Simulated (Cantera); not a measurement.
Mixture: 13.6 % CH4, 18.1 % O2, 68.3 % N2, equivalence ratio 1.5, at 200000 Pa, adiabatic and at constant volume. Ignition delay is the time to a rise of 400 K.

Model: GRI-Mech 3.0 (53 species, 325 reactions), integrated in Cantera.

### Question
At T0 = 1125 K, what is the delay, and which 8 reactions control it most (d ln τ / d ln k, from doubling and halving each rate constant)?

### Answer
The delay is 85.8 ms.
```json
[
 {"reaction": "2 CH3 (+M) <=> C2H6 (+M)", "d ln τ / d ln k": "0.54", "faster rate": "lengthens it"},
 {"reaction": "CH3 + O2 <=> CH2O + OH", "d ln τ / d ln k": "-0.42", "faster rate": "shortens it"},
 {"reaction": "CH2O + O2 <=> HCO + HO2", "d ln τ / d ln k": "-0.37", "faster rate": "shortens it"},
 {"reaction": "CH3 + O2 <=> CH3O + O", "d ln τ / d ln k": "-0.24", "faster rate": "shortens it"},
 {"reaction": "CH3 + HO2 <=> CH3O + OH", "d ln τ / d ln k": "-0.24", "faster rate": "shortens it"},
 {"reaction": "CH4 + H <=> CH3 + H2", "d ln τ / d ln k": "0.22", "faster rate": "lengthens it"},
 {"reaction": "CH2O + CH3 <=> CH4 + HCO", "d ln τ / d ln k": "-0.20", "faster rate": "shortens it"},
 {"reaction": "CH3O + O2 <=> CH2O + HO2", "d ln τ / d ln k": "-0.19", "faster rate": "shortens it"}
]
```
